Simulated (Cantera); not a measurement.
An isothermal, constant-pressure homogeneous reactor starts with N2O : N2 = 1 : 2.4 (molar parts), at 1425 K and 24.8 Torr. Integrator tolerance rtol = 1e-08.

Detailed kinetics in Cantera: GRI-Mech 3.0 (53 species, 325 reactions). GRI-Mech 3.0 was tuned for natural gas; its chemistry of N2O as a main component is partial and can be far from experiment. Radical loss at walls, strong at low pressure, is not modelled. The temperature is held fixed by assumption; the heat of reaction is taken as removed at once.

Task: What does this change do: pressure from 24.8 Torr to 1.60 bar?

Result: 
```json
[
 {"quantity": "x(N2O) at 7.00 s", "before": "0.00239 (gas-phase equilibrium 8.24e-9)", "after": "5.45e-7 (gas-phase equilibrium 5.74e-8)"},
 {"quantity": "x(NO) at 7.00 s", "before": "0.0523 (gas-phase equilibrium 0.000686)", "after": "0.0391 (gas-phase equilibrium 0.000686)"},
 {"quantity": "x(O) at 7.00 s", "before": "1.60e-5 (gas-phase equilibrium 2.75e-6)", "after": "3.64e-7 (gas-phase equilibrium 3.95e-7)"},
 {"quantity": "x(N2) at 7.00 s", "before": "0.844 (gas-phase equilibrium 0.871)", "after": "0.852 (gas-phase equilibrium 0.871)"},
 {"quantity": "x(O2) at 7.00 s", "before": "0.101 (gas-phase equilibrium 0.128)", "after": "0.108 (gas-phase equilibrium 0.128)"}
]
```
